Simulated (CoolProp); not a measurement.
Vapour-liquid equilibrium of diethyl ether (1) + methanol (2) at 417 K; x and y are mole fractions of (1).

Model: multi-fluid Helmholtz-energy mixture model, Thol 2014 and de Reuck 1993; pair parameters Bell 2016, in CoolProp.

### Question
Give the bubble pressure and the first vapour's composition at x = 0.35, 0.8, 0.95. Is there an azeotrope?

### Answer
x = 0.35: 1.629 MPa, y = 0.441; x = 0.8: 1.717 MPa, y = 0.779; x = 0.95: 1.639 MPa, y = 0.935. y crosses x between x = 0.65 and 0.8: the model has an azeotrope there.

The pair parameters rest on a limited set of measurements; away from them the model extrapolates.
